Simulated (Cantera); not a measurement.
A perfectly stirred reactor is fed with H2 : O2 : N2 : NO = 1 : 0.515 : 5.1 : 0.02 (molar parts), at 6.70 bar; it is adiabatic with a 750 K inlet, and is followed from long to short residence time, starting on the burning branch (τ in s: 0.11, 0.041, 0.015, 0.0057, 0.0021, 0.0008, 0.0003, 0.00011, 4.1e-05).

Cantera simulation using GRI-Mech 3.0 (53 species, 325 reactions); the numbers are that mechanism's predictions, not measurements. The hydrogen kinetics of GRI-Mech 3.0 are dated; newer H2 mechanisms differ, most at raised pressure. The mechanism lacks 2 NO + O2 → 2 NO2 and HONO, so NO2 and the effect of NO are under-described below about 1400 K.

x: mole fraction; the columns are a selection and need not sum to one.

```csv
τ (s),T (K),x H2,x O2,x NO,x H2O2,x NO2,x HO2,x H2O
0.11,1869,0.000444,0.00274,0.00287,5.98e-8,2.62e-6,3.88e-7,0.162
0.041,1866,0.000742,0.00287,0.00285,9.07e-8,2.74e-6,6.93e-7,0.162
0.015,1862,0.00126,0.00311,0.00280,1.42e-7,2.63e-6,1.31e-6,0.161
0.0057,1854,0.00206,0.00348,0.00277,2.18e-7,2.40e-6,2.41e-6,0.160
0.0021,1843,0.00332,0.00404,0.00279,3.31e-7,2.17e-6,4.34e-6,0.159
0.00080,1825,0.00510,0.00484,0.00285,4.88e-7,1.98e-6,7.34e-6,0.156
0.00030,1798,(withheld),(withheld),0.00294,(withheld),1.86e-6,(withheld),0.153
0.00011,1756,0.0112,0.00781,0.00303,1.09e-6,1.78e-6,1.90e-5,0.148
4.1e-5,1696,(withheld),(withheld),0.00309,(withheld),1.76e-6,(withheld),0.141
```

Q: What belongs in the gaps?

A: 
- 0.00030, x H2: 0.00762
- 0.00030, x O2: 0.00603
- 0.00030, x H2O2: 7.19e-7
- 0.00030, x HO2: 1.19e-5
- 4.1e-5, x H2: 0.0161
- 4.1e-5, x O2: 0.0104
- 4.1e-5, x H2O2: 1.72e-6
- 4.1e-5, x HO2: 2.98e-5
